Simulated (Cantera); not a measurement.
A freely propagating, adiabatic, planar premixed flame of 55.7 % H₂, 9.31 % O₂, 34.9 % N₂, equivalence ratio 3.0, unburnt at 350 K and 0.109 atm; multicomponent transport, grid criteria slope 0.08 and curve 0.16, no radiation.

Detailed kinetics in Cantera: the H2/O2 subset of GRI-Mech 3.0, which has no nitrogen chemistry. Burning velocities carry a grid error of a few per cent, more on coarse grids.

x: mole fraction of selected species; z is measured from the peak of heat release.

| z (mm) | T (K) | u (m/s) | x H₂ | x O₂ | x H₂O | x HO₂ | x O | x H₂O₂ |
|---|---|---|---|---|---|---|---|---|
| -22.4 | 350 | 2.34 | 0.557 | 0.0931 | <1e-8 | <1e-8 | <1e-8 | <1e-8 |
| -15.0 | 350 | 2.34 | 0.557 | 0.0931 | <1e-8 | <1e-8 | <1e-8 | <1e-8 |
| -11.2 | 350 | 2.34 | 0.557 | 0.0931 | <1e-8 | <1e-8 | <1e-8 | <1e-8 |
| -7.48 | 350 | 2.34 | 0.557 | 0.0931 | 1.81e-8 | 2.25e-8 | <1e-8 | <1e-8 |
| -3.74 | 374 | 2.50 | 0.556 | 0.0929 | 0.000801 | 7.91e-5 | 5.14e-6 | [?] |
| -1.87 | 620 | 4.07 | 0.529 | 0.0849 | 0.0210 | 2.92e-5 | 0.000108 | [?] |
| 0 | 969 | 6.20 | 0.438 | 0.0521 | 0.0937 | 9.12e-6 | 0.00122 | [?] |
| 1.87 | 1174 | 7.46 | 0.359 | 0.00826 | 0.180 | 1.34e-6 | 0.000725 | [?] |
| 3.74 | 1251 | 7.92 | 0.351 | 0.000666 | 0.195 | 1.00e-7 | 0.000170 | <1e-8 |
| 7.48 | 1332 | 8.39 | 0.358 | 3.83e-5 | 0.197 | <1e-8 | 0.000117 | <1e-8 |
| 15.0 | 1422 | 8.90 | 0.367 | 2.66e-5 | 0.198 | <1e-8 | 0.000104 | 1.06e-8 |
| 29.9 | 1514 | 9.41 | 0.376 | 1.97e-5 | 0.200 | <1e-8 | 8.00e-5 | <1e-8 |
| 59.8 | 1598 | 9.87 | 0.385 | 1.23e-5 | 0.201 | <1e-8 | 5.15e-5 | <1e-8 |

Task: What belongs in the gaps?

Result: 
- -3.74, x H₂O₂: 8.02e-6
- -1.87, x H₂O₂: 5.34e-6
- 0, x H₂O₂: 4.68e-8
- 1.87, x H₂O₂: 1.72e-8
